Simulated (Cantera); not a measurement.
Charge: 1 mol Si(CH₃)₄, 1 mol CH₄, 140 mol H₂, equilibrated at 0.110 bar.

Cantera equilibrium calculation (NASA polynomials, part measured and part estimated; ideal gas, pure solids and liquids). Candidate condensed phases: C, C₆H₆, C₇H₈, C₈H₁₈, Si, SiC; 87 gas species. Gases not in the tables: Si₂H₆ and higher silanes. Kinetics and transport are ignored.

x: gas mole fraction; n: condensed amount in mol.

```csv
T (K),x H₂,x H,x C₂H₂ (acetylene),x CH₄,x Si,x SiH,x SiH₂,n C(graphite),n SiC(s)
1223,0.999,9.06e-7,1.56e-7,0.00146,<1e-12,<1e-12,[?],3.78,1.00
1373,0.999,1.00e-5,1.73e-6,0.000553,1.49e-11,2.82e-11,[?],3.92,1.00
1523,1.000,6.97e-5,1.18e-5,0.000253,1.30e-9,1.26e-9,[?],3.96,1.000
1673,0.999,0.000343,5.69e-5,0.000133,5.07e-8,2.84e-8,[?],3.96,1.000
1823,0.998,0.00131,0.000211,7.82e-5,1.07e-6,3.80e-7,[?],3.93,1.000
1973,0.995,0.00406,0.000638,4.97e-5,1.42e-5,3.40e-6,[?],3.81,0.997
2123,0.987,0.0107,0.00164,3.35e-5,0.000130,2.21e-5,[?],3.53,0.972
```

Problem. Some entries are withheld; supply them.

Solution. 
- 1223, x SiH₂: 3.62e-11
- 1373, x SiH₂: 1.06e-9
- 1523, x SiH₂: 1.60e-8
- 1673, x SiH₂: 1.47e-7
- 1823, x SiH₂: 9.37e-7
- 1973, x SiH₂: 4.48e-6
- 2123, x SiH₂: 1.70e-5
